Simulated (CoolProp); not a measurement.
Vapour-liquid equilibrium of toluene (1) + n-octane (2) at 5.65 bar; x and y are mole fractions of (1).

Model: multi-fluid Helmholtz-energy mixture model, Lemmon 2006 and Beckmüller 2019; pair parameters Bell 2016, in CoolProp.

Q: Give the bubble temperature and the first vapour's composition at x = 0.05, 0.45, 0.55. Is there an azeotrope?

A: x = 0.05: 472.9 K, y = 0.071; x = 0.45: 463.6 K, y = 0.522; x = 0.55: 462.0 K, y = 0.612. No azeotrope shows between x = 0.05 and 0.95.

The pair parameters rest on a limited set of measurements; away from them the model extrapolates.
